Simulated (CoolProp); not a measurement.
A single-stage vapour-compression cycle with c-C4F8 (RC318): evaporating at 257.15 K (dew point), condensing at 322.15 K (bubble point), superheat 0 K, subcooling 5 K, compressor efficiency 0.7, no pressure losses. Each further row changes one setting.

Computed with CoolProp (reference Helmholtz-energy equation of state, Platzer 1990). This equation is an older, rougher fit; its heat capacities, sound speeds and derivatives of the liquid may be far off and weren't checked against measurements.

| case | cooling COP | pressure ratio | discharge temperature (K) | refrigerating effect (kJ/kg) | volumetric capacity (kJ/m³) |
|---|---|---|---|---|---|
| as stated | 1.69 | 9.62 | 322.1 | 55.0 | 349 |
| evaporating temperature 262.15 K | 1.98 | 7.70 | 322.1 | 58.3 | 456 |
| condensing temperature 317.15 K | 1.98 | 8.39 | 317.1 | 60.8 | 385 |
| subcooling 10 K | 1.87 | 9.62 | 322.1 | 60.8 | 385 |
| superheat 10 K | 1.79 | 9.62 | 322.1 | 62.3 | 379 |
| compressor efficiency 0.6 | 1.45 | 9.62 | 322.1 | 55.0 | 349 |

The compression ends wet for: as stated; evaporating temperature 262.15 K; condensing temperature 317.15 K; subcooling 10 K; superheat 10 K; compressor efficiency 0.6.
